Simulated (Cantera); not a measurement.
Feed: 1 mol CuO, 170 mol H2, 0.045 mol H2O, at 3.60 bar.

Cantera equilibrium calculation (NASA polynomials, part measured and part estimated; ideal gas, pure solids and liquids). Candidate condensed phases: Cu, CuO, Cu(OH)2, Cu2O, H2O; 12 gas species. The numbers say what is thermodynamically allowed, not how fast it happens. All values below are at 925 K.

Base state: H2 0.994, H2O 0.00615 (mole fractions); condensed: Cu(s).

Q: What changes in the equilibrium state with this change: CuO replaced by Fe3O4?

A: 
```json
[
 {"species": "H2", "before": "0.994", "after": "0.976"},
 {"species": "H2O", "before": "0.00615", "after": "0.0238"},
 {"species": "Cu(s), mol", "before": "1.00", "after": "0"},
 {"species": "Fe(α), mol", "before": "0", "after": "3.00"}
]
```
Further candidate phases: Fe, FeO, Fe(OH)2, Fe(OH)3, Fe2O3, Fe3O4.
